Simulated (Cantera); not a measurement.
Input: 1 mol Pb, 4 mol H₂, 0.19 mol N₂, equilibrated at 25.0 mbar.

Method: chemical equilibrium by Gibbs-energy minimisation in Cantera with the NASA 1993 tables (ideal gas, pure condensed phases). Candidate condensed phases: Pb; 11 gas species. Rates play no part. All values below are at 902 °C.

Base state: H₂ 0.938, N₂ 0.0446, Pb 0.0174 (mole fractions); condensed: Pb(l).

**Question.** What changes in the equilibrium state with this change: Pb replaced by Fe(CO)₅?

**Answer.** 
```
species           before     after
----------------  ------  --------
CO                     0     0.544
H₂                 0.938     0.435
N₂                0.0446    0.0207
Pb                0.0174         0
H₂O                    0  0.000205
CO₂                    0  0.000200
Pb(l), mol         0.926         0
C(graphite), mol       0   0.00284
Fe(α), mol             0      1.00
```
Condensed phases not in the tables: cementite and carbon dissolved in iron. Further candidate phases: C, C₆H₆, C₇H₈, C₈H₁₈, Fe, Fe(CO)₅, FeO, Fe(OH)₂, Fe(OH)₃, Fe₂O₃, Fe₃O₄, H₂O.

**Question.** What changes in the equilibrium state with this change: 0.0035 mol O₂ added?

**Answer.** 
| species | before | after |
|---|---|---|
| H₂ | 0.938 | 0.936 |
| N₂ | 0.0446 | 0.0446 |
| Pb | 0.0174 | 0.0174 |
| H₂O | 0 | 0.00164 |
| Pb(l), mol | 0.926 | 0.926 |
Further candidate phases: H₂O, PbO, PbO₂, Pb₃O₄.
